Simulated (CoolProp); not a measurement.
Vapour-liquid equilibrium of R114 (1) + benzene (2) at 0.499 MPa; x and y are mole fractions of (1).

The numbers come from the multi-fluid Helmholtz-energy mixture model, Platzer 1990 and Thol 2012; pair parameters Bell 2016 in CoolProp. This equation is an older, rougher fit; its heat capacities, sound speeds and derivatives of the liquid may be far off and weren't checked against measurements.

```
x     bubble temperature (K)  y at the bubble point  dew temperature at overall composition x (K)  liquid density (mol/L)
----  ----------------------  ---------------------  --------------------------------------------  ----------------------
0.05                       …                  0.357                                         413.3                   9.600
0.15                       …                  0.673                                         408.2                   9.659
0.25                   358.2                  0.788                                         402.7                   9.545
0.35                   350.6                  0.842                                         396.7                   9.357
0.45                   345.5                  0.875                                         390.0                   9.138
0.55                   341.7                  0.899                                         382.4                       …
0.65                   338.3                  0.920                                         373.6                   8.680
0.75                   335.2                  0.941                                         362.9                   8.457
0.85                   332.1                  0.962                                         349.4                   8.245
0.95                   328.9                  0.987                                         333.8                   8.047
```

**Question.** Fill in the missing entries.

**Answer.** 
- 0.05, bubble temperature (K): 396.2
- 0.15, bubble temperature (K): 371.3
- 0.55, liquid density (mol/L): 8.909

No azeotrope shows between x = 0.05 and 0.95.

Pair parameters are fitted to limited data, so mixtures are less certain than the pure fluids.
